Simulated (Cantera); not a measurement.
Mixture: CH4 : O2 : N2 = 1 : 0.909 : 3.42 (molar parts), equivalence ratio 2.2, at 760 Torr, adiabatic and at constant volume. Ignition delay is the time to a rise of 400 K.

Cantera simulation using GRI-Mech 3.0 (53 species, 325 reactions); the numbers are that mechanism's predictions, not measurements.

Q: What does this change do: pressure from 760 Torr to 9000 Torr?

A: 
```
quantity                                                before       after
--------------------------------------------------  ----------  ----------
delay at 1125 K                                        0.202 s     14.6 ms
delay at 1200 K                                        65.8 ms     5.56 ms
delay at 1275 K                                        23.2 ms     2.27 ms
delay at 1350 K                                        8.78 ms    0.982 ms
delay at 1425 K                                        3.54 ms    0.445 ms
delay at 1500 K                                        1.52 ms    0.210 ms
apparent activation energy between 1350 and 1500 K  200 kJ/mol  170 kJ/mol
```
The pressure lies above the range GRI-Mech 3.0 was tuned for (to about 10 atm).
